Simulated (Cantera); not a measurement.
Input (Python, Cantera) and output of one run.

```python
import numpy as np
import cantera as ct

gas_names = [...]  # 110 gases of nasa_gas.yaml made of C, H, O
cond_names = """
    C(gr) C6H6(L) C7H8(L) C8H18(L),n-octa H2O(s) H2O(L)
""".split()


# ... load() reads the species with a 1 bar reference pressure and builds the phases ...
atoms = {
    'CH4': {'C': 1, 'H': 4},
    'CO2': {'C': 1, 'O': 2},
    'H2': {'H': 2},
}
top_T = {'C(gr)': 4500}  # K; cautious upper limits of use, not melting points


# ... equilibrate(T, P, feed) seeds the gas with the atoms and calls Mixture.equilibrate('TP', solver="vcs", rtol=1e-11, max_steps=5000) ...
results = []
feed = {'CH4': 1, 'CO2': 0.81, 'H2': 7.3}  # mol
T = 2400  # K
P = 37000  # Pa
mix = equilibrate(T, P, feed)
results.append((T, P, feed, dict(zip(mix.species_names, mix.species_moles))))
x = sorted(zip(gas.X, gas.species_names), reverse=True)
print(f"T = {T:g} K  P = {P:g} Pa  gas = {mix.phase_moles(0):.4g} mol")
print("   x: " + "  ".join(f"{s} {v:.3e}" for v, s in x if v > 0.0001))
print("   condensed (mol): " + ("  ".join(f"{mix.phase(i).name} {mix.phase_moles(i):.4g}"
      for i in range(1, mix.n_phases) if mix.phase_moles(i) > 1e-12) or "none"))
```

It prints:

```
T = 2400 K  P = 37000 Pa  gas = 11.05 mol
   x: H2 8.238e-01  CO 1.466e-01  H 2.374e-02  C2H2,acetylene 5.743e-03
   condensed (mol): C(gr) 0.06122
```

Cantera equilibrium calculation (NASA polynomials, part measured and part estimated; ideal gas, pure solids and liquids).
